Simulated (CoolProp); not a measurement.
Properties of CHF3 (R23) along the isobar 17.1 MPa.

Computed with CoolProp (reference Helmholtz-energy equation of state, Penoncello 2003).

```
T (K)          phase       Z  conductivity (mW/(m K))  fugacity coefficient
-----  -------------  ------  -----------------------  --------------------
209.2         liquid  0.4838                      129               0.02292
234.9         liquid  0.4605                      114               0.06003
260.7         liquid  0.4487                      101                0.1232
286.4         liquid  0.4491                     89.0                0.2110
312.1  supercritical  0.4654                     77.8                0.3167
337.9  supercritical  0.5048                     66.7                0.4294
363.6  supercritical  0.5733                     56.8                0.5359
389.3  supercritical  0.6584                     49.9                0.6281
415.1  supercritical  0.7370                     45.9                0.7046
440.8  supercritical  0.8005                     43.9                0.7668
```

Thermal conductivity comes from a separate model (Shan 2000).
